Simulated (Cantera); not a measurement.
Charge: 1 mol Fe(CO)5, 65 mol H2, at 0.680 bar.

Cantera equilibrium calculation (NASA polynomials, part measured and part estimated; ideal gas, pure solids and liquids). Candidate condensed phases: C, C6H6, C7H8, C8H18, Fe, Fe(CO)5, FeO, Fe(OH)2, Fe(OH)3, Fe2O3, Fe3O4, H2O; 114 gas species. The numbers say what is thermodynamically allowed, not how fast it happens.

Which condensed phases are stable at each of these points (T (°C)): 602, 652, 702, 752, 802, 852, 902, 952, 1002, 1052, 1102, 1152?


```tsv
T (°C)	condensed phases	Fe condensed (%)
602	Fe(α)	100.0
652	Fe(α)	100.0
702	Fe(α)	100.0
752	Fe(α)	100.0
802	Fe(α)	100.0
852	Fe(α)	100.0
902	Fe(α)	100.0
952	Fe(γ)	100.0
1002	Fe(γ)	100.0
1052	Fe(γ)	100.0
1102	Fe(γ)	100.0
1152	Fe(γ)	100.0
```

From 602 °C to 902 °C the condensed part is Fe(α). From 952 °C to 1152 °C the condensed part is Fe(γ).
